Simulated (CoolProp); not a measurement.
A Linde-Hampson liquefier for carbon monoxide: isothermal reversible compression at 300 K from 1 atm to 40 MPa, throttling to 1 atm, return gas leaving the recuperator 5 K below the feed. Each further row changes one setting.

Values from CoolProp's reference Helmholtz-energy equation of state, Lemmon 2006. It is a short technical equation, of lower accuracy than the large ones.

```
case                        liquid yield per pass  compression work (kJ/kg of gas)
--------------------------  ---------------------  -------------------------------
as stated                                   0.095                              539
high pressure 80 MPa                        0.056                              629
warm-end temperature 330 K                  0.068                              597
warm-end gap 10 K                           0.084                              539
```
